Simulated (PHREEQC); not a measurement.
## Copper plating or etch bath: speciation

A solution holds 0.037 mol CuCl2, 0.00062 mol HCl and 4e-05 mol KCl per kg of water, at 25 °C. Closed to the air; pH follows from the charge balance.

Computed with PHREEQC (ion-association model, wateq4f.dat).

Each row changes one thing in this solution. This is a speciation only: nothing precipitates in the calculation.

```json
[
 {"case": "as made", "pH": "3.29", "ionic strength (mol/kgw)": "0.106", "Cl- (mol/kgw)": "0.0720", "Cu+2 (mol/kgw)": "0.0343", "CuCl+ (mol/kgw)": "0.00260", "CuCl2 (mol/kgw)": "5.70e-5", "SI of Atacamite (Cu2(OH)3Cl)": "-2.47", "SI of Tenorite (CuO)": "-2.91"},
 {"case": "0.047 mol/kgw CsOH added", "pH": "7.66", "ionic strength (mol/kgw)": "0.0883", "Cl- (mol/kgw)": "0.0746", "Cu+2 (mol/kgw)": "0.000572", "CuCl+ (mol/kgw)": "4.73e-5", "CuCl2 (mol/kgw)": "…", "SI of Atacamite (Cu2(OH)3Cl)": "+7.14", "SI of Tenorite (CuO)": "+4.07"},
 {"case": "HCl left out", "pH": "4.46", "ionic strength (mol/kgw)": "0.106", "Cl- (mol/kgw)": "0.0713", "Cu+2 (mol/kgw)": "0.0343", "CuCl+ (mol/kgw)": "0.00258", "CuCl2 (mol/kgw)": "5.61e-5", "SI of Atacamite (Cu2(OH)3Cl)": "+1.04", "SI of Tenorite (CuO)": "-0.57"},
 {"case": "CuCl2 from 0.037 to 0.0037 mol/kgw", "pH": "3.25", "ionic strength (mol/kgw)": "0.0117", "Cl- (mol/kgw)": "0.00801", "Cu+2 (mol/kgw)": "0.00365", "CuCl+ (mol/kgw)": "5.17e-5", "CuCl2 (mol/kgw)": "…", "SI of Atacamite (Cu2(OH)3Cl)": "-4.98", "SI of Tenorite (CuO)": "-3.74"},
 {"case": "HCl replaced by FeCl2 at the same molality", "pH": "4.46", "ionic strength (mol/kgw)": "…", "Cl- (mol/kgw)": "…", "Cu+2 (mol/kgw)": "0.0343", "CuCl+ (mol/kgw)": "0.00261", "CuCl2 (mol/kgw)": "5.75e-5", "SI of Atacamite (Cu2(OH)3Cl)": "+1.04", "SI of Tenorite (CuO)": "-0.57"}
]
```

**Question.** Fill in the missing entries.

**Answer.** 
- 0.047 mol/kgw CsOH added, CuCl2 (mol/kgw): 1.12e-6
- CuCl2 from 0.037 to 0.0037 mol/kgw, CuCl2 (mol/kgw): 1.77e-7
- HCl replaced by FeCl2 at the same molality, ionic strength (mol/kgw): 0.107
- HCl replaced by FeCl2 at the same molality, Cl- (mol/kgw): 0.0725

Some of these states are supersaturated (in Atacamite, Cu(OH)2, for instance). The database's constant for dissolved Cu(OH)2 is higher than later reviews accept.
